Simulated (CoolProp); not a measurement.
Properties of methane along the isobar 4.05 MPa.

Computed with CoolProp (reference Helmholtz-energy equation of state, Setzmann 1991).

```csv
T (°C),phase,Z,speed of sound (m/s),viscosity (µPa s)
-85.35,gas,0.5157,265.6,10.1
-64.95,gas,0.7295,327.4,(withheld)
-44.55,gas,0.8147,361.9,9.89
-24.15,gas,0.8658,388.8,10.4
-3.75,gas,0.9001,411.5,11.0
16.65,gas,0.9244,431.3,11.6
37.05,gas,(withheld),449.0,12.2
57.45,gas,(withheld),465.1,12.8
77.75,gas,0.9664,480.0,(withheld)
98.15,gas,0.9747,493.9,14.0
118.55,gas,0.9813,(withheld),14.6
138.95,gas,0.9866,519.4,(withheld)
159.35,gas,0.9910,531.3,15.7
179.75,gas,0.9945,(withheld),16.2
```

**Question.** Complete the blanks.

**Answer.** 
- -64.95, viscosity (µPa s): 9.45
- 37.05, Z: 0.9423
- 57.45, Z: 0.9559
- 77.75, viscosity (µPa s): 13.4
- 118.55, speed of sound (m/s): 507.0
- 138.95, viscosity (µPa s): 15.1
- 179.75, speed of sound (m/s): 542.8

Viscosity comes from a separate model (Quiñones-Cisneros 2006).
